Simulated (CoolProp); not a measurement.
Ethanol along the isotherm 346.85 °C: Z from the reference equation and from simpler models built on Tc = 241.6 °C, pc = 6.268 MPa, ω = 0.644; each cubic takes its own stable root.

The numbers come from the reference Helmholtz-energy equation of state, Schroeder 2014 in CoolProp.

```tsv
p (MPa)	phase	reference
0.0991	gas	0.9981
0.15	gas	0.9971
0.226	gas	0.9956
0.34	gas	0.9934
0.513	gas	0.9900
0.774	gas	0.9849
1.17	gas	0.9771
1.76	gas	0.9653
2.66	gas	0.9469
4.01	gas	0.9183
6.05	gas	0.8720
9.13	supercritical	0.7928
13.8	supercritical	0.6594
20.8	supercritical	0.5797
31.3	supercritical	0.6625
```

Question: How far does each simpler model (van der Waals, Redlich-Kwong, Soave-Redlich-Kwong, Peng-Robinson) lie from the reference over these 15 states: mean and median of the absolute difference, and the worst?

Answer: 
- van der Waals: mean 6.6 %, median 2.1 %, worst +28.5 % at 346.85 °C and 31.3 MPa
- Redlich-Kwong: mean 4.3 %, median 2.2 %, worst -13.5 % at 346.85 °C and 9.13 MPa
- Soave-Redlich-Kwong: mean 4.7 %, median 0.7 %, worst +26.9 % at 346.85 °C and 20.8 MPa
- Peng-Robinson: mean 3.9 %, median 1.5 %, worst +18.3 % at 346.85 °C and 20.8 MPa
